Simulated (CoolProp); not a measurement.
Saturation properties of dimethyl carbonate.

The numbers come from the reference Helmholtz-energy equation of state, Zhou 2011 in CoolProp.

```json
[
 {"T (K)": "329.2", "p (MPa)": "0.02987", "vapour density (kg/m³)": "0.9945", "enthalpy of vaporisation (kJ/kg)": "398.7", "surface tension (mN/m)": "23.8"},
 {"T (K)": "341.9", "p (MPa)": "0.04874", "vapour density (kg/m³)": "1.571", "enthalpy of vaporisation (kJ/kg)": "390.2", "surface tension (mN/m)": "22.0"},
 {"T (K)": "354.7", "p (MPa)": "0.07654", "vapour density (kg/m³)": "2.394", "enthalpy of vaporisation (kJ/kg)": "381.6", "surface tension (mN/m)": "20.2"},
 {"T (K)": "367.5", "p (MPa)": "0.1158", "vapour density (kg/m³)": "3.526", "enthalpy of vaporisation (kJ/kg)": "372.7", "surface tension (mN/m)": "18.4"},
 {"T (K)": "380.3", "p (MPa)": "0.1695", "vapour density (kg/m³)": "5.041", "enthalpy of vaporisation (kJ/kg)": "363.5", "surface tension (mN/m)": "16.7"},
 {"T (K)": "393.1", "p (MPa)": "0.2410", "vapour density (kg/m³)": "7.024", "enthalpy of vaporisation (kJ/kg)": "354.0", "surface tension (mN/m)": "15.1"},
 {"T (K)": "405.9", "p (MPa)": "0.3339", "vapour density (kg/m³)": "9.574", "enthalpy of vaporisation (kJ/kg)": "344.1", "surface tension (mN/m)": "13.5"},
 {"T (K)": "418.7", "p (MPa)": "0.4523", "vapour density (kg/m³)": "12.81", "enthalpy of vaporisation (kJ/kg)": "333.6", "surface tension (mN/m)": "11.9"},
 {"T (K)": "431.5", "p (MPa)": "0.6004", "vapour density (kg/m³)": "16.85", "enthalpy of vaporisation (kJ/kg)": "322.6", "surface tension (mN/m)": "10.4"},
 {"T (K)": "444.2", "p (MPa)": "0.7813", "vapour density (kg/m³)": "21.84", "enthalpy of vaporisation (kJ/kg)": "310.9", "surface tension (mN/m)": "8.96"},
 {"T (K)": "457", "p (MPa)": "1.003", "vapour density (kg/m³)": "28.07", "enthalpy of vaporisation (kJ/kg)": "298.3", "surface tension (mN/m)": "7.58"},
 {"T (K)": "469.8", "p (MPa)": "1.269", "vapour density (kg/m³)": "35.77", "enthalpy of vaporisation (kJ/kg)": "284.5", "surface tension (mN/m)": "6.27"}
]
```

It boils at 363.3 K under 1 atm.

Surface tension comes from a separate correlation (Mulero 2014).
